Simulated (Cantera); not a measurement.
Feed: 1 mol SiCl₄, 0.16 mol HCl, 5.2 mol N₂, held at 1073.15 K and 10000 Pa.

Equilibrium computed with Cantera from the NASA thermochemical tables; the gas is ideal and each condensed phase is pure. Candidate condensed phases: NH₄Cl, Si, Si₃N₄; 28 gas species. Kinetics and transport are ignored.

### Question
What is the equilibrium state?

### Answer
```
Quantity                             Result
--------------------------------  ---------
x(N₂)                                 0.818
x(SiCl₄)                              0.157
x(HCl)                               0.0252
x(SiCl₃)                            3.74e-6
x(Cl)                               2.74e-6
gas amount                        6.360 mol
log10 activity of Si(s) (absent)     -12.80
```
